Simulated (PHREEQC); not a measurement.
Consider water at 20 °C with 0.0077 mol/kgw NH4Br. Closed to the air; pH follows from the charge balance.

All values are PHREEQC results (ion-association model, wateq4f.dat), not measurements.

This is a speciation only: nothing precipitates in the calculation.

Problem. What pH does the model give?

Solution. pH 5.79.

Complexes and solids missing from the database can't appear.
